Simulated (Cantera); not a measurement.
What does this Cantera script print?

```python
import numpy as np
import cantera as ct

gas_names = """
    C CN C2 CCN CNC C2N2 C3 C4 C4N2 C5 N N2 Si SiC SiC2 SiN Si2 Si2C Si2N Si3
""".split()
cond_names = """
    C(gr) Si(cr) Si(L) SiC(b) Si3N4(a)
""".split()


# ... load() reads the species with a 1 bar reference pressure and builds the phases ...
atoms = {
    'Si3N4': {'Si': 3, 'N': 4},
    'C': {'C': 1},
    'N2': {'N': 2},
}
top_T = {'C(gr)': 4500, 'SiC(b)': 3050, 'Si3N4(a)': 2400}  # K; cautious upper limits of use, not melting points


# ... equilibrate(T, P, feed) seeds the gas with the atoms and calls Mixture.equilibrate('TP', solver="vcs", rtol=1e-11, max_steps=5000) ...
results = []
feed = {'Si3N4': 1, 'C': 0.16, 'N2': 0.025}  # mol
T = 1998.15  # K
P = 11  # Pa
mix = equilibrate(T, P, feed)
results.append((T, P, feed, dict(zip(mix.species_names, mix.species_moles))))
x = sorted(zip(gas.X, gas.species_names), reverse=True)
print(f"T = {T:g} K  P = {P:g} Pa  gas = {mix.phase_moles(0):.4g} mol")
print("   x: " + "  ".join(f"{s} {v:.3e}" for v, s in x if v > 1e-06))
print("   condensed (mol): " + ("  ".join(f"{mix.phase(i).name} {mix.phase_moles(i):.4g}"
      for i in range(1, mix.n_phases) if mix.phase_moles(i) > 1e-12) or "none"))
```

It prints:

```
T = 1998.15 K  P = 11 Pa  gas = 3.396 mol
   x: N2 5.954e-01  Si 3.873e-01  Si2C 1.053e-02  Si2 3.997e-03  Si2N 1.078e-03  Si3 8.578e-04  SiN 8.196e-04  SiC2 4.714e-05  CN 2.208e-06
   condensed (mol): Si(L) 1.443  SiC(b) 0.1239
```

Equilibrium computed with Cantera from the NASA thermochemical tables; the gas is ideal and each condensed phase is pure. Mutual solubility and eutectic melting of coexisting phases are not modelled. The tables' values for SiN are old estimates; treat these amounts as uncertain.
